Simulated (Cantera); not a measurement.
A freely propagating, adiabatic, planar premixed flame of CH4 : O2 : N2 = 1 : 2.33 : 8.74 (molar parts), unburnt at 625 K and 550000 Pa; mixture-averaged transport, grid criteria slope 0.08 and curve 0.16, no radiation.

Detailed kinetics in Cantera: GRI-Mech 3.0 (53 species, 325 reactions). Burning velocities carry a grid error of a few per cent, more on coarse grids.

**Question.** How do the results move with these cheaper or finer settings: unity-Lewis-number transport; multicomponent transport; multicomponent+Soret transport; grid criteria slope 0.5, curve 1; grid criteria slope 0.25, curve 0.5; grid criteria slope 0.03, curve 0.06?

**Answer.** 
```csv
setting,laminar burning velocity,thermal thickness,peak x(CH2O),peak x(H2),grid points
as above,67.8 cm/s,0.0978 mm,0.00141,0.00970,143
unity-Lewis-number transport,60.5 cm/s,0.0970 mm,0.000993,0.0109,126
multicomponent transport,68.4 cm/s,0.0989 mm,0.00141,0.00981,143
multicomponent+Soret transport,67.3 cm/s,0.0995 mm,0.00140,0.00923,143
"grid criteria slope 0.5, curve 1",78.4 cm/s,0.107 mm,0.00144,0.00986,32
"grid criteria slope 0.25, curve 0.5",70.9 cm/s,0.101 mm,0.00141,0.00974,54
"grid criteria slope 0.03, curve 0.06",66.6 cm/s,0.0970 mm,0.00141,0.00964,341
```
The base run took about 17 core-seconds (a rough figure).
Unity Lewis numbers drop preferential diffusion, which matters most where H2 and H carry the flame; Soret adds thermal diffusion.
